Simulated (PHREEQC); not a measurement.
# Alkaline etch or developer (model solution)

Make-up at 25 °C: 7.5 mmol/kgw NH3, 0.086 mmol/kgw H3BO3 and 3.2 mmol/kgw (NH4)2HPO4. Closed to the air; pH follows from the charge balance.

Model: ion-association model, phreeqc.dat, run in PHREEQC.

```json
{
  "pH": "9.35",
  "ionic_strength": "0.00966 mol/kgw",
  "specific_conductance": "740 µS/cm",
  "total_alkalinity": "10.7 meq/kg"
}
```

```
species  molality  activity   log γ
-------  --------  --------  ------
NH3       0.00743   0.00745   0.001
NH4+      0.00647   0.00581  -0.046
HPO4-2    0.00318   0.00214  -0.173
H2BO3-    5.07e-5   4.58e-5  -0.044
H3BO3     3.53e-5   3.54e-5   0.001
OH-       2.53e-5   2.28e-5  -0.045
H2PO4-    1.69e-5   1.53e-5  -0.043
PO4-3     5.44e-6   2.17e-6  -0.400
```

No solid was allowed to form.
